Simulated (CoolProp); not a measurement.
A single-stage vapour-compression cycle with R1336mzz(Z): evaporating at 265.15 K (dew point), condensing at 288.15 K (bubble point), superheat 8 K, subcooling 5 K, compressor efficiency 0.65, no pressure losses. Each further row changes one setting.

Values from CoolProp's reference Helmholtz-energy equation of state, McLinden 2020.

| case | cooling COP | pressure ratio | discharge temperature (K) | refrigerating effect (kJ/kg) | volumetric capacity (kJ/m³) |
|---|---|---|---|---|---|
| as stated | 7.17 | 2.95 | 302.8 | 168 | 204 |
| evaporating temperature 270.15 K | 9.51 | 2.29 | 301.0 | 172 | 264 |
| condensing temperature 283.15 K | 9.34 | 2.38 | 296.9 | 174 | 211 |
| subcooling 10 K | 7.42 | 2.95 | 302.8 | 174 | 211 |
| superheat 18 K | 7.24 | 2.95 | 313.0 | 176 | 205 |
| compressor efficiency 0.55 | 6.07 | 2.95 | 307.7 | 168 | 204 |
